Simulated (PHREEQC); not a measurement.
**Hard or scaling water (model solution)**

Dissolve 0.126 mmol/kgw CaSO4, 8.5 mmol/kgw Na2HPO4 and 0.073 mmol/kgw MgSO4 at 20 °C. Closed to the air; pH follows from the charge balance.

The numbers come from PHREEQC with the ion-association model, wateq4f.dat.

No solid was allowed to form.

Problem. What pH, ionic strength does the model give?

Solution. pH 8.88; ionic strength 0.0252 mol/kgw.

Problem. In which forms is P present?

Solution. HPO4-2 95 %, NaHPO4- 1.7 %, H2PO4- 1.3 %, CaPO4- 0.8 % of the P.

The solution is supersaturated, for example in Hydroxyapatite, so a real one may precipitate; this is no full list. Complexes and solids missing from the database can't appear. H3PO4, which wateq4f.dat lacks, is added to it with the constant of phreeqc.dat.
